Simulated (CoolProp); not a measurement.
Model: reference Helmholtz-energy equation of state, Schroeder 2014, in CoolProp.

For ethanol, give the phase and the density (kg/m³), speed of sound (m/s), Joule-Thomson coefficient (K/MPa), expansivity (1/kK) at 620 K and 28.5 bar; 620 K and 57 bar; 620 K and 171 bar.


- 620 K and 28.5 bar: gas; density 27.0, speed of sound 333, Joule-Thomson coefficient 4.38, expansivity 2.11
- 620 K and 57 bar: gas; density 57.9, speed of sound 317, Joule-Thomson coefficient 4.51, expansivity 2.83
- 620 K and 171 bar: supercritical; density 257, speed of sound 282, Joule-Thomson coefficient 3.04, expansivity 7.63
